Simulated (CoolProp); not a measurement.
Vapour-liquid equilibrium of ethane (1) + hydrogen sulfide (2) at -55.55 °C; x and y are mole fractions of (1).

The numbers come from the multi-fluid Helmholtz-energy mixture model, Bücker 2006 and Lemmon 2006; pair parameters Kunz 2012 in CoolProp.

```csv
x,bubble pressure (MPa),y at the bubble point,dew pressure at overall composition x (MPa),liquid density (mol/L)
0.05,0.2296,0.456,0.1347,26.64
0.2,0.3661,0.682,0.1592,24.13
0.35,0.4041,0.725,0.1943,22.08
0.5,0.4210,0.748,0.2483,20.40
0.65,0.4361,0.780,0.3396,19.01
0.8,0.4499,0.838,0.4423,17.86
0.95,0.4535,0.946,0.4533,16.90
```

y crosses x between x = 0.8 and 0.95: the model has an azeotrope there.

Pair parameters are fitted to limited data, so mixtures are less certain than the pure fluids. With so large a gap from Raoult's law the liquid may split in two, which this calculation doesn't test in full.
